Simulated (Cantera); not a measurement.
A closed system holds: 1 mol Si, 0.48 mol N₂O, 270 mol N₂, 0.084 mol H₂O, held at 1880 Torr.

Equilibrium computed with Cantera from the NASA thermochemical tables; the gas is ideal and each condensed phase is pure. Candidate condensed phases: H₂O, Si, SiO₂, Si₂N₂O, Si₃N₄; 35 gas species. Rates play no part.

At 1627 °C, list the 3 most abundant gas species with their mole fractions, and the condensed phases.

N₂ 0.999, SiO 0.000474, H₂ 0.000306. Condensed: Si₂N₂O(s).
